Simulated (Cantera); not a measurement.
## Pyrogenic steam for wet oxidation

An isothermal, constant-pressure homogeneous reactor starts with H₂ : O₂ : N₂ = 1.5 : 1 : 6 (molar parts), at 1350 K and 82.5 Torr.

Detailed kinetics in Cantera: the H2/O2 subset of GRI-Mech 3.0, which has no nitrogen chemistry. The temperature is held fixed by assumption; the heat of reaction is taken as removed at once.

```json
[
 {"t (s)": "3.00e-6", "x H₂": "0.176", "x O₂": "0.118", "x H₂O₂": "3.35e-12", "x OH": "2.64e-10", "x H": "5.71e-9", "x HO₂": "5.86e-9", "x O": "3.05e-10"},
 {"t (s)": "1.58e-5", "x H₂": "0.176", "x O₂": "0.118", "x H₂O₂": "9.12e-11", "x OH": "4.02e-9", "x H": "3.87e-8", "x HO₂": "3.09e-8", "x O": "5.55e-9"},
 {"t (s)": "8.35e-5", "x H₂": "0.176", "x O₂": "0.118", "x H₂O₂": "2.37e-9", "x OH": "3.60e-7", "x H": "2.96e-6", "x HO₂": "1.80e-7", "x O": "5.19e-7"},
 {"t (s)": "0.000440", "x H₂": "0.0231", "x O₂": "0.0488", "x H₂O₂": "4.38e-7", "x OH": "0.00636", "x H": "0.0761", "x HO₂": "3.89e-6", "x O": "0.0197"},
 {"t (s)": "0.00232", "x H₂": "0.0149", "x O₂": "0.0402", "x H₂O₂": "5.66e-7", "x OH": "0.00464", "x H": "0.0263", "x HO₂": "3.77e-6", "x O": "0.00771"},
 {"t (s)": "0.0122", "x H₂": "0.00206", "x O₂": "0.0327", "x H₂O₂": "3.49e-7", "x OH": "0.00153", "x H": "0.000987", "x HO₂": "2.57e-6", "x O": "0.000710"},
 {"t (s)": "0.0646", "x H₂": "7.15e-5", "x O₂": "0.0322", "x H₂O₂": "4.62e-8", "x OH": "0.000283", "x H": "6.23e-6", "x HO₂": "3.24e-7", "x O": "2.38e-5"},
 {"t (s)": "0.341", "x H₂": "5.08e-6", "x O₂": "0.0322", "x H₂O₂": "5.55e-9", "x OH": "7.66e-5", "x H": "1.22e-7", "x HO₂": "3.00e-8", "x O": "1.74e-6"},
 {"t (s)": "1.80", "x H₂": "9.14e-7", "x O₂": "0.0322", "x H₂O₂": "1.21e-9", "x OH": "3.26e-5", "x H": "9.46e-9", "x HO₂": "1.19e-8", "x O": "3.16e-7"},
 {"t (s)": "9.48", "x H₂": "6.68e-7", "x O₂": "0.0323", "x H₂O₂": "9.14e-10", "x OH": "2.78e-5", "x H": "5.91e-9", "x HO₂": "1.16e-8", "x O": "2.30e-7"},
 {"t (s)": "50.0", "x H₂": "6.68e-7", "x O₂": "0.0323", "x H₂O₂": "9.14e-10", "x OH": "2.78e-5", "x H": "5.91e-9", "x HO₂": "1.16e-8", "x O": "2.30e-7"}
]
```
x: mole fraction; the columns are a selection and need not sum to one.

Equilibrium at this temperature and pressure: H₂ 6.68e-7, O₂ 0.0323, H₂O₂ 9.14e-10, OH 2.78e-5, H 5.91e-9, HO₂ 1.16e-8, O 2.30e-7 (gas phase only).
